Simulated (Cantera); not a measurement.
Equilibrium for chemical vapour transport: MgO + Cl2 + N2

A closed system holds: 1 mol MgO, 0.01 mol Cl2, 0.15 mol N2, equilibrated at 1130 Torr.

These are equilibrium values from Cantera (NASA tables, ideal gas, pure condensed phases), not measurements of a reactor. Candidate condensed phases: Mg, MgCl2, MgO; 18 gas species. Mutual solubility and eutectic melting of coexisting phases are not modelled. Rates play no part.

```
T (K)  log p N2  log p Cl2  log p MgCl2  log p O2  log p Cl  log p NO  n MgCl2(l)  n MgO(s)
-----  --------  ---------  -----------  --------  --------  --------  ----------  --------
1075       0.15      -1.04        -3.02     -3.06     -3.48     -5.24     8.56e-5     1.000
1125       0.15      -1.04        -2.64     -2.95     -3.21     -4.98           0     1.000
1175       0.15      -1.05        -2.38     -2.69     -2.97     -4.67           0     1.000
1225       0.15      -1.07        -2.15     -2.46     -2.75     -4.39           0     0.999
1275       0.15      -1.09        -1.94     -2.25     -2.55     -4.13           0     0.999
1325       0.14      -1.13        -1.76     -2.07     -2.38     -3.90           0     0.998
1375       0.14      -1.19        -1.61     -1.91     -2.22     -3.70           0     0.997
1425       0.14      -1.26        -1.48     -1.78     -2.09     -3.51           0     0.996
1475       0.14      -1.35        -1.37     -1.68     -1.98     -3.35           0     0.995
1525       0.14      -1.46        -1.29     -1.60     -1.89     -3.20           0     0.994
1575       0.14      -1.59        -1.23     -1.54     -1.82     -3.07           0     0.994
1625       0.14      -1.73        -1.19     -1.50     -1.76     -2.96           0     0.993
1675       0.13      -1.88        -1.17     -1.48     -1.72     -2.86           0     0.993
```
log p: log10 of the partial pressure in bar; n: condensed amount in mol.

At 1075 K the condensed part is MgCl2(l) + MgO(s). From 1125 K to 1675 K the condensed part is MgO(s). The main Mg-bearing gas is MgCl2 throughout.
